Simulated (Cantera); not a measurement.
Input: 1 mol BaF2, 1.9 mol H2, 48 mol N2, 0.027 mol HF, held at 13.0 mbar.

Method: chemical equilibrium by Gibbs-energy minimisation in Cantera with the NASA 1993 tables (ideal gas, pure condensed phases). Candidate condensed phases: Ba, BaF2; 24 gas species. Equilibrium is a limit: real reactors are often held back by kinetics, nucleation or transport.

Task: What share of the Ba ends up in condensed phases as a function of T (K), at 1348, 1423, 1498, 1573, 1648, 1723, 1798, 1873, 1948?

Result: 
```
T (K)  Ba condensed (%)       as
-----  ----------------  -------
1348               99.5  BaF2(s)
1423               97.4  BaF2(s)
1498               87.9  BaF2(s)
1573               52.6  BaF2(s)
1648                0.0        -
1723                0.0        -
1798                0.0        -
1873                0.0        -
1948                0.0        -
```
